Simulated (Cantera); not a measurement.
A closed system holds: 1 mol Pb, 10 mol CO, 0.81 mol H2, equilibrated at 0.190 bar.

These are equilibrium values from Cantera (NASA tables, ideal gas, pure condensed phases), not measurements of a reactor. Candidate condensed phases: C, C6H6, C7H8, C8H18, H2O, Pb, PbO, PbO2, Pb3O4; 113 gas species. Kinetics and transport are ignored.

log p: log10 of the partial pressure in bar; n: condensed amount in mol.

```tsv
T (K)	log p CO	log p CO2	log p H2	log p H2O	log p Pb	n C(graphite)	n Pb(l)
823	-1.31	-0.93	-1.85	-2.03	?	4.31	1.000
873	-1.07	-1.08	-1.82	-2.26	?	3.44	1.000
923	-0.91	-1.32	-1.82	-2.54	?	2.29	1.000
973	-0.82	-1.64	-1.83	-2.86	?	1.22	1.000
1023	-0.78	-2.01	-1.84	-3.19	?	0.561	0.999
1073	-0.77	-2.38	-1.85	-3.50	?	0.247	0.996
1123	-0.76	-2.74	-1.85	-3.79	?	0.111	0.990
1173	-0.76	-3.07	-1.85	-4.06	?	0.0529	0.976
1223	-0.76	-3.38	-1.85	-4.30	?	0.0266	0.948
```

Task: Some entries are withheld; supply them.

Result: 
- 823, log p Pb: -6.87
- 873, log p Pb: -6.20
- 923, log p Pb: -5.60
- 973, log p Pb: -5.06
- 1023, log p Pb: -4.57
- 1073, log p Pb: -4.14
- 1123, log p Pb: -3.74
- 1173, log p Pb: -3.37
- 1223, log p Pb: -3.04
